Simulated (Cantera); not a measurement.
A perfectly stirred reactor is fed with C2H6 : H2 = 1 : 13 (molar parts), at 0.133 bar; it is held at 1600 K, and followed from long to short residence time.

Cantera simulation using GRI-Mech 3.0 (53 species, 325 reactions); the numbers are that mechanism's predictions, not measurements. GRI-Mech 3.0 stops at C3 and has no aromatics, soot or wall deposition, so with more carbon than oxygen in the feed, carbon stays in small species such as C2H2 where larger ones or solid carbon would form.

x: mole fraction; the columns are a selection and need not sum to one.

```
τ (s)      x C2H6   x H2    x C2H4    x C2H  x CH3
-------  --------  -----  --------  -------  -----
1.2       1.97e-5  0.920  0.000814  3.36e-8      …
0.28      6.34e-5  0.916   0.00110  4.30e-8      …
0.064    0.000199  0.913   0.00195  5.88e-8      …
0.015    0.000609  0.909   0.00412  7.44e-8      …
0.0035    0.00191  0.905   0.00893  7.87e-8      …
0.00082   0.00602  0.902    0.0161  5.85e-8      …
0.00019    0.0188  0.905    0.0197  2.10e-8      …
```

Problem. What belongs in the gaps?

Solution. 
- 1.2, x CH3: 0.000129
- 0.28, x CH3: 0.000213
- 0.064, x CH3: 0.000357
- 0.015, x CH3: 0.000603
- 0.0035, x CH3: 0.00101
- 0.00082, x CH3: 0.00170
- 0.00019, x CH3: 0.00273
